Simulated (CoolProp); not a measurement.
A simple Rankine cycle with R245ca: condensing at 303.15 K, boiler at 2.69 MPa, turbine inlet 449 K, turbine efficiency 0.75, pump efficiency 0.7, no recuperator. Each further row changes one setting.

Model: reference Helmholtz-energy equation of state, Zhou 2016, in CoolProp.

```
case                             thermal efficiency (%)  net work (kJ/kg)  heat in (kJ/kg)  turbine exit temperature (K)  volume ratio over the turbine
-------------------------------  ----------------------  ----------------  ---------------  ----------------------------  -----------------------------
as stated                                    (withheld)        (withheld)              322                         375.9                     (withheld)
condensing temperature 295.15 K                    16.1              53.6              333                         370.8                           34.6
boiler pressure 1.88 MPa                           13.8              46.3              335                         389.9                           16.3
turbine efficiency 0.65                      (withheld)              41.7              322                         382.4                     (withheld)
```

### Question
What belongs in the gaps?

### Answer

- as stated, thermal efficiency (%): 15.1
- as stated, net work (kJ/kg): 48.6
- as stated, volume ratio over the turbine: 25.7
- turbine efficiency 0.65, thermal efficiency (%): 13.0
- turbine efficiency 0.65, volume ratio over the turbine: 26.2
